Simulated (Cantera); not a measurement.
A closed system holds: 1 mol MgO, 2.1 mol CH4, 1.3 mol H2, at 2.48 Torr.

These are equilibrium values from Cantera (NASA tables, ideal gas, pure condensed phases), not measurements of a reactor. Candidate condensed phases: C, C6H6, C7H8, C8H18, H2O, Mg, MgCO3, MgO, Mg(OH)2; 116 gas species. Rates play no part. All values below are at 802 °C.

Base state: H2 1.000, CH4 0.000149, Mg 1.17e-5, CO 1.17e-5 (mole fractions); condensed: C(graphite) + MgO(s).

What changes in the equilibrium state with this change: MgO replaced by Ta2O5?


```
species             before     after
----------------  --------  --------
H2                   1.000     0.786
CO                 1.17e-5     0.214
H2O                4.89e-9  0.000202
Mg                 1.17e-5         0
CO2                  <1e-9   5.94e-5
CH4               0.000149   3.18e-5
C(graphite), mol      2.10         0
MgO(s), mol          1.000         0
TaC(s), mol              0     0.600
Ta2O5(s), mol            0     0.700
```
Mutual solubility and eutectic melting of coexisting phases are not modelled. TaC: taken at fixed stoichiometry. Condensed phases not in the tables: Ta2C. Further candidate phases: Ta, TaC, Ta2O5.
